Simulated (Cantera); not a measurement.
Input: 1 mol (CH3)2SiCl2, 0.067 mol CH4, 600 mol H2, 0.36 mol C3H8, at 81000 Pa.

Cantera equilibrium calculation (NASA polynomials, part measured and part estimated; ideal gas, pure solids and liquids). Candidate condensed phases: C, C6H6, C7H8, C8H18, Si, SiC; 109 gas species. The feed counts by its element totals alone. Gases not in the tables: Si2H6 and higher silanes. Equilibrium is a limit: real reactors are often held back by kinetics, nucleation or transport.

log p: log10 of the partial pressure in bar; n: condensed amount in mol.

| T (K) | log p H2 | log p H | log p HCl | log p C2H2 (acetylene) | log p CH4 | log p Si | log p SiH2 | n C(graphite) | n SiC(s) |
|---|---|---|---|---|---|---|---|---|---|
| 1998 | -0.09 | -2.84 | -2.57 | -3.21 | -3.56 | -5.64 | -5.34 | 1.02 | 0.993 |
| 2023 | -0.09 | -2.77 | -2.57 | -3.14 | -3.59 | -5.47 | -5.24 | 0.873 | 0.990 |
| 2048 | -0.09 | -2.70 | -2.57 | -3.07 | -3.62 | -5.31 | -5.14 | 0.700 | 0.987 |
| 2073 | -0.09 | (withheld) | -2.57 | (withheld) | -3.64 | (withheld) | (withheld) | (withheld) | 0.983 |
| 2098 | -0.10 | -2.56 | -2.57 | -2.94 | -3.67 | -5.00 | -4.95 | 0.272 | 0.978 |
| 2123 | -0.10 | -2.49 | -2.58 | -2.88 | -3.70 | -4.84 | -4.86 | 0.0117 | 0.970 |
| 2148 | -0.10 | -2.43 | -2.58 | -2.87 | -3.75 | -4.67 | -4.74 | 0 | 0.959 |
| 2173 | -0.10 | (withheld) | -2.58 | -2.86 | -3.80 | (withheld) | (withheld) | 0 | 0.942 |
| 2198 | -0.10 | -2.30 | -2.58 | -2.85 | -3.85 | -4.33 | -4.52 | 0 | 0.919 |

Question: Fill in the missing entries.

Answer: 
- 2073, log p H: -2.63
- 2073, log p C2H2 (acetylene): -3.01
- 2073, log p Si: -5.15
- 2073, log p SiH2: -5.04
- 2073, n C(graphite): 0.501
- 2173, log p H: -2.36
- 2173, log p Si: -4.50
- 2173, log p SiH2: -4.63
